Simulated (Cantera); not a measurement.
Input: 1 mol C2H4, 0.01 mol NH3, held at 2948 K and 0.0750 bar.

Method: chemical equilibrium by Gibbs-energy minimisation in Cantera with the NASA 1993 tables (ideal gas, pure condensed phases). Candidate condensed phases: C, C6H6, C7H8, C8H18; 92 gas species. The numbers say what is thermodynamically allowed, not how fast it happens.

Base state: H2 0.584, H 0.374, C2H2 (acetylene) 0.0311, C2H 0.00318, HCN 0.00264, C3 0.00237, C4H2 0.000693, HNC 0.000478 (mole fractions); condensed: C(graphite).

Q: What changes in the equilibrium state with this change: 0.0019 mol CO2 added?

A: 
```
species            before    after
----------------  -------  -------
H2                  0.584    0.583
H                   0.374    0.374
C2H2 (acetylene)   0.0311   0.0311
CO                      0  0.00152
CH3               2.17e-5  2.17e-5
C6H2              1.63e-5  1.63e-5
C(graphite), mol     1.79     1.79
```
Further candidate phases: H2O.
